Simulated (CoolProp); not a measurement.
1000 sccm (0 °C, 1 atm) of nitrogen bubbles through liquid toluene at 340.1 K and leaves saturated at a total pressure of 0.15 MPa (ideal gas phase). Each further row changes one setting.

Computed with CoolProp (reference Helmholtz-energy equation of state, Lemmon 2006). It is a short technical equation, of lower accuracy than the large ones.

```tsv
case	vapour pressure (kPa)	mole fraction of vapour	delivery (mg/min)	delivery (sccm)	change of delivery for a bath 1 K warmer (%)
as stated	24.3	[?]	[?]	[?]	4.6
bath temperature 345.1 K	29.2	[?]	994	242	4.6
total pressure 0.3 MPa	24.3	0.0809	[?]	[?]	4.2
```

**Question.** Complete the blanks.

**Answer.** 
- as stated, mole fraction of vapour: 0.162
- as stated, delivery (mg/min): 793
- as stated, delivery (sccm): 193
- bath temperature 345.1 K, mole fraction of vapour: 0.195
- total pressure 0.3 MPa, delivery (mg/min): 362
- total pressure 0.3 MPa, delivery (sccm): 88.0
